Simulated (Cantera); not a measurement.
Standard-state values (1 bar) from the NASA 1993 polynomials, evaluated with Cantera. Values are per mole of reaction as written; species without (g) are pure solids or liquids, kept so even where they would boil at 1 bar.

3 CO₂(g) → 3 CO(g) + O₃(g)

```
T (K)  ΔH° (kJ)  ΔS° (J/K)  ΔG° (kJ)  log10 K
-----  --------  ---------  --------  -------
2648      983.5      187.7     486.5    -9.60
2698      984.0      187.9     477.1    -9.24
2748      984.5      188.0     467.7    -8.89
2798      985.0      188.2     458.3    -8.56
2848          …          …         …        …
2898          …          …         …        …
```

Task: Complete the blanks.

Result: 
- 2848, ΔH° (kJ): 985.6
- 2848, ΔS° (J/K): 188.5
- 2848, ΔG° (kJ): 448.9
- 2848, log10 K: -8.23
- 2898, ΔH° (kJ): 986.3
- 2898, ΔS° (J/K): 188.7
- 2898, ΔG° (kJ): 439.5
- 2898, log10 K: -7.92
